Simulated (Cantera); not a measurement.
Charge: 1 mol AlN, a varied amount of H2O, 2 mol N2, at 948 K and 22000 Pa.

These are equilibrium values from Cantera (NASA tables, ideal gas, pure condensed phases), not measurements of a reactor. Candidate condensed phases: Al, AlN, Al2O3, H2O; 35 gas species. The numbers say what is thermodynamically allowed, not how fast it happens.

x: gas mole fraction; n: condensed amount in mol.

```json
[
 {"n(H2O) (mol)": "0.12", "x N2": "0.944", "x H2": "0.0556", "x H2O": "9.36e-9", "x NH3": "2.34e-6", "n AlN(s)": "0.920", "n Al2O3(s)": "?"},
 {"n(H2O) (mol)": "0.16", "x N2": "0.928", "x H2": "0.0723", "x H2O": "1.21e-8", "x NH3": "3.45e-6", "n AlN(s)": "0.893", "n Al2O3(s)": "?"},
 {"n(H2O) (mol)": "0.22", "x N2": "0.904", "x H2": "0.0959", "x H2O": "1.59e-8", "x NH3": "5.20e-6", "n AlN(s)": "0.853", "n Al2O3(s)": "?"},
 {"n(H2O) (mol)": "0.31", "x N2": "0.872", "x H2": "0.128", "x H2O": "2.11e-8", "x NH3": "7.91e-6", "n AlN(s)": "0.793", "n Al2O3(s)": "?"},
 {"n(H2O) (mol)": "0.42", "x N2": "0.836", "x H2": "0.164", "x H2O": "2.65e-8", "x NH3": "1.12e-5", "n AlN(s)": "0.720", "n Al2O3(s)": "?"},
 {"n(H2O) (mol)": "0.58", "x N2": "0.791", "x H2": "0.209", "x H2O": "3.32e-8", "x NH3": "1.57e-5", "n AlN(s)": "0.613", "n Al2O3(s)": "?"},
 {"n(H2O) (mol)": "0.79", "x N2": "0.741", "x H2": "0.259", "x H2O": "4.02e-8", "x NH3": "2.09e-5", "n AlN(s)": "0.473", "n Al2O3(s)": "?"},
 {"n(H2O) (mol)": "1.1", "x N2": "0.683", "x H2": "0.317", "x H2O": "4.80e-8", "x NH3": "2.72e-5", "n AlN(s)": "0.267", "n Al2O3(s)": "?"},
 {"n(H2O) (mol)": "1.5", "x N2": "0.625", "x H2": "0.375", "x H2O": "5.50e-8", "x NH3": "3.34e-5", "n AlN(s)": "0", "n Al2O3(s)": "0.500"},
 {"n(H2O) (mol)": "2.1", "x N2": "0.543", "x H2": "0.326", "x H2O": "0.130", "x NH3": "2.53e-5", "n AlN(s)": "0", "n Al2O3(s)": "0.500"},
 {"n(H2O) (mol)": "2.8", "x N2": "0.472", "x H2": "0.283", "x H2O": "0.245", "x NH3": "1.90e-5", "n AlN(s)": "0", "n Al2O3(s)": "0.500"}
]
```

Problem. Fill in the missing entries.

Solution. 
- 0.12, n Al2O3(s): 0.0400
- 0.16, n Al2O3(s): 0.0533
- 0.22, n Al2O3(s): 0.0733
- 0.31, n Al2O3(s): 0.103
- 0.42, n Al2O3(s): 0.140
- 0.58, n Al2O3(s): 0.193
- 0.79, n Al2O3(s): 0.263
- 1.1, n Al2O3(s): 0.367
